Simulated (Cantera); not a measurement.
Thermal oxidation and active oxidation of silicon: Si + H₂O + H₂

A closed system holds: 1 mol Si, a varied amount of H₂O, 75 mol H₂, at 1800 K and 1.00e-5 bar.

Cantera equilibrium calculation (NASA polynomials, part measured and part estimated; ideal gas, pure solids and liquids). Candidate condensed phases: H₂O, Si, SiO₂; 18 gas species. Equilibrium is a limit: real reactors are often held back by kinetics, nucleation or transport.

From 0.36 mol H₂O to 3.5 mol H₂O nothing is condensed. The main Si-bearing gas is Si at 0.36 mol H₂O and SiO at 3.5 mol H₂O.

| n(H₂O) (mol) | log p H₂ | log p H | log p H₂O | log p SiO |
|---|---|---|---|---|
| 0.36 | -5.05 | -5.97 | -13.71 | -7.35 |
| 0.53 | -5.05 | -5.97 | -13.41 | -7.18 |
| 0.77 | -5.05 | -5.97 | -12.93 | -7.02 |
| 1.1 | -5.06 | -5.97 | -7.91 | -6.91 |
| 1.6 | -5.06 | -5.98 | -7.14 | -6.91 |
| 2.4 | -5.06 | -5.98 | -6.78 | -6.92 |
| 3.5 | -5.07 | -5.98 | -6.53 | -6.92 |
log p: log10 of the partial pressure in bar; nothing condenses.
